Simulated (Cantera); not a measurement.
Charge: 1 mol Fe₂O₃, a varied amount of H₂, 11 mol N₂, held at 900 K and 0.133 bar.

Method: chemical equilibrium by Gibbs-energy minimisation in Cantera with the NASA 1993 tables (ideal gas, pure condensed phases). Candidate condensed phases: Fe, FeO, Fe(OH)₂, Fe(OH)₃, Fe₂O₃, Fe₃O₄, H₂O; 27 gas species. The tables' stoichiometric FeO is somewhat more stable than real wüstite, so its field is too wide. FeO: taken at fixed stoichiometry. Equilibrium is a limit: real reactors are often held back by kinetics, nucleation or transport.

### Question
Which condensed phases are stable at each of these points (n(H₂) (mol)): 0.92, 1.6, 2.9, 5.1, 9, 16, 28, 50, 88, 160, 270?

### Answer
| n(H₂) (mol) | condensed phases | Fe condensed (%) |
|---|---|---|
| 0.92 | FeO(s) + Fe₃O₄(s) | 100.0 |
| 1.6 | FeO(s) | 100.0 |
| 2.9 | FeO(s) | 100.0 |
| 5.1 | FeO(s) | 100.0 |
| 9 | Fe(α) + FeO(s) | 100.0 |
| 16 | Fe(α) + FeO(s) | 100.0 |
| 28 | Fe(α) | 100.0 |
| 50 | Fe(α) | 100.0 |
| 88 | Fe(α) | 100.0 |
| 160 | Fe(α) | 100.0 |
| 270 | Fe(α) | 100.0 |

At 0.92 mol H₂ the condensed part is FeO(s) + Fe₃O₄(s). From 1.6 mol H₂ to 5.1 mol H₂ the condensed part is FeO(s). From 9 mol H₂ to 16 mol H₂ the condensed part is Fe(α) + FeO(s). From 28 mol H₂ to 270 mol H₂ the condensed part is Fe(α).
